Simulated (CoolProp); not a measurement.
Vapour pressure (MPa) of carbonyl sulfide: the reference equation beside estimates from Tc = 105.6 °C, pc = 6.369 MPa, ω = 0.098. Clausius-Clapeyron is anchored at -2.15 °C with a constant enthalpy of vaporisation of 16.35 kJ/mol.

Values from CoolProp's reference Helmholtz-energy equation of state, Lemmon 2006. It is a short technical equation, of lower accuracy than the large ones.

| T (°C) | reference | Clausius-Clapeyron | Soave-Redlich-Kwong |
|---|---|---|---|
| -7.95 | 0.5096 | 0.5202 | 0.5093 |
| -2.15 | 0.6097 | 0.6097 | 0.6104 |
| 3.65 | 0.7237 | 0.7098 | 0.7258 |
| 9.45 | 0.8528 | 0.8213 | 0.8566 |
| 15.25 | 0.9979 | 0.9446 | 1.004 |
| 21.05 | 1.160 | 1.081 | 1.169 |
| 26.85 | 1.341 | 1.230 | 1.353 |
| 32.65 | 1.542 | 1.392 | 1.557 |
| 38.45 | 1.763 | 1.570 | 1.783 |
| 44.25 | 2.007 | 1.761 | 2.031 |
| 50.05 | 2.273 | 1.969 | 2.304 |
| 55.85 | 2.565 | 2.191 | 2.601 |
| 61.65 | 2.883 | 2.431 | 2.925 |

Absolute difference from the reference over all 13 rows, mean and median: Clausius-Clapeyron 8.1 and 8.3 %, Soave-Redlich-Kwong 0.8 and 0.9 %.
